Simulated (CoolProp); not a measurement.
Properties of sulfur dioxide along the isotherm 457.5 K (Tc = 430.6 K, pc = 7887 kPa, ω = 0.256).

Values from CoolProp's reference Helmholtz-energy equation of state, Gao 2016.

```json
[
 {"p (kPa)": "2190", "phase": "gas", "density (kg/m³)": "40.18", "cp (kJ/(kg K))": "0.8062", "cv (kJ/(kg K))": "0.6096", "isothermal compressibility (1/MPa)": "0.4997", "fugacity coefficient": "0.9232"},
 {"p (kPa)": "4380", "phase": "gas", "density (kg/m³)": "89.34", "cp (kJ/(kg K))": "0.9666", "cv (kJ/(kg K))": "0.6500", "isothermal compressibility (1/MPa)": "0.2830", "fugacity coefficient": "0.8484"},
 {"p (kPa)": "6560", "phase": "gas", "density (kg/m³)": "153.8", "cp (kJ/(kg K))": "1.272", "cv (kJ/(kg K))": "0.7040", "isothermal compressibility (1/MPa)": "0.2276", "fugacity coefficient": "0.7754"},
 {"p (kPa)": "8750", "phase": "supercritical", "density (kg/m³)": "252.3", "cp (kJ/(kg K))": "2.063", "cv (kJ/(kg K))": "0.7824", "isothermal compressibility (1/MPa)": "0.2350", "fugacity coefficient": "0.7026"},
 {"p (kPa)": "10900", "phase": "supercritical", "density (kg/m³)": "445.7", "cp (kJ/(kg K))": "4.456", "cv (kJ/(kg K))": "0.8755", "isothermal compressibility (1/MPa)": "0.2820", "fugacity coefficient": "0.6300"},
 {"p (kPa)": "13100", "phase": "supercritical", "density (kg/m³)": "670.3", "cp (kJ/(kg K))": "3.345", "cv (kJ/(kg K))": "0.8451", "isothermal compressibility (1/MPa)": "0.09576", "fugacity coefficient": "0.5598"},
 {"p (kPa)": "15300", "phase": "supercritical", "density (kg/m³)": "768.4", "cp (kJ/(kg K))": "2.419", "cv (kJ/(kg K))": "0.8077", "isothermal compressibility (1/MPa)": "0.04146", "fugacity coefficient": "0.5045"},
 {"p (kPa)": "17500", "phase": "supercritical", "density (kg/m³)": "824.9", "cp (kJ/(kg K))": "2.060", "cv (kJ/(kg K))": "0.7870", "isothermal compressibility (1/MPa)": "0.02549", "fugacity coefficient": "0.4620"},
 {"p (kPa)": "19700", "phase": "supercritical", "density (kg/m³)": "864.9", "cp (kJ/(kg K))": "1.870", "cv (kJ/(kg K))": "0.7741", "isothermal compressibility (1/MPa)": "0.01827", "fugacity coefficient": "0.4288"},
 {"p (kPa)": "21900", "phase": "supercritical", "density (kg/m³)": "896.0", "cp (kJ/(kg K))": "1.750", "cv (kJ/(kg K))": "0.7654", "isothermal compressibility (1/MPa)": "0.01422", "fugacity coefficient": "0.4023"},
 {"p (kPa)": "24100", "phase": "supercritical", "density (kg/m³)": "921.7", "cp (kJ/(kg K))": "1.667", "cv (kJ/(kg K))": "0.7592", "isothermal compressibility (1/MPa)": "0.01163", "fugacity coefficient": "0.3808"},
 {"p (kPa)": "26200", "phase": "supercritical", "density (kg/m³)": "942.7", "cp (kJ/(kg K))": "1.607", "cv (kJ/(kg K))": "0.7549", "isothermal compressibility (1/MPa)": "0.009906", "fugacity coefficient": "0.3638"},
 {"p (kPa)": "28400", "phase": "supercritical", "density (kg/m³)": "961.9", "cp (kJ/(kg K))": "1.558", "cv (kJ/(kg K))": "0.7515", "isothermal compressibility (1/MPa)": "0.008577", "fugacity coefficient": "0.3489"},
 {"p (kPa)": "30600", "phase": "supercritical", "density (kg/m³)": "979.1", "cp (kJ/(kg K))": "1.518", "cv (kJ/(kg K))": "0.7489", "isothermal compressibility (1/MPa)": "0.007564", "fugacity coefficient": "0.3364"},
 {"p (kPa)": "32800", "phase": "supercritical", "density (kg/m³)": "994.7", "cp (kJ/(kg K))": "1.485", "cv (kJ/(kg K))": "0.7470", "isothermal compressibility (1/MPa)": "0.006766", "fugacity coefficient": "0.3259"},
 {"p (kPa)": "35000", "phase": "supercritical", "density (kg/m³)": "1009", "cp (kJ/(kg K))": "1.458", "cv (kJ/(kg K))": "0.7456", "isothermal compressibility (1/MPa)": "0.006122", "fugacity coefficient": "0.3169"}
]
```

The peak of cp marks the crossing from liquid-like to gas-like fluid above the critical point.
